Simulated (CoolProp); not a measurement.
A Linde-Hampson liquefier for nitrogen: isothermal reversible compression at 250 K from 1 atm to 5 MPa, throttling to 1 atm, return gas leaving the recuperator 0 K below the feed. Each further row changes one setting.

The numbers come from the reference Helmholtz-energy equation of state, Span 2000 in CoolProp.

```json
[
 {"case": "as stated", "liquid yield per pass": "___", "compression work (kJ/kg of gas)": "287"},
 {"case": "high pressure 10 MPa", "liquid yield per pass": "0.077", "compression work (kJ/kg of gas)": "___"},
 {"case": "warm-end temperature 280 K", "liquid yield per pass": "___", "compression work (kJ/kg of gas)": "323"},
 {"case": "warm-end gap 5 K", "liquid yield per pass": "0.027", "compression work (kJ/kg of gas)": "287"}
]
```

Task: Some entries are withheld; supply them.

Result: 
- as stated, liquid yield per pass: 0.040
- high pressure 10 MPa, compression work (kJ/kg of gas): 336
- warm-end temperature 280 K, liquid yield per pass: 0.029
